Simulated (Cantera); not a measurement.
**N2O furnace oxynitridation**

An isothermal, constant-pressure homogeneous reactor starts with 60.2 % N2O, 39.8 % N2, at 1475 K and 13300 Pa.

Computed with Cantera and GRI-Mech 3.0 (53 species, 325 reactions). GRI-Mech 3.0 was tuned for natural gas; its chemistry of N2O as a main component is partial and can be far from experiment. The temperature is held fixed by assumption; the heat of reaction is taken as removed at once.

```
t (s)      x N2O      x NO     x O2      x O     x NO2   x N2
-------  -------  --------  -------  -------  --------  -----
0.00100    0.598  0.000760  0.00124  5.60e-5   8.08e-8  0.400
0.00316    0.589   0.00244  0.00396  5.60e-5   7.06e-7  0.405
0.0100     0.561   0.00752   0.0122  5.59e-5   4.45e-6  0.420
0.0316     0.482    0.0217   0.0354  5.56e-5   1.78e-5  0.461
0.100      0.307    0.0531   0.0869  5.44e-5   4.92e-5  0.553
0.316     0.0873    0.0911    0.152  4.78e-5   9.15e-5  0.669
1.00     0.00459     0.102    0.178  1.34e-5  0.000128  0.714
3.16     9.66e-6     0.102    0.180  3.39e-6  0.000199  0.717
10.0     3.14e-6     0.102    0.180  3.37e-6  0.000199  0.717
```
x: mole fraction; the columns are a selection and need not sum to one.

Equilibrium at this temperature and pressure: N2O 2.50e-8, NO 0.00112, O2 0.231, O 3.80e-6, NO2 2.48e-6, N2 0.768 (gas phase only).
